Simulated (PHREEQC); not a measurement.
Consider water at 45 °C with 0.079 mol/kgw KNO3. Closed to the air; pH follows from the charge balance.

The numbers come from PHREEQC with the ion-association model, phreeqc.dat.

This is a speciation only: nothing precipitates in the calculation.

Question: Estimate the specific conductance, density.

Answer: specific conductance 14400 µS/cm; density 0.995 g/cm³.

Constants without temperature data keep their 25 °C values here.
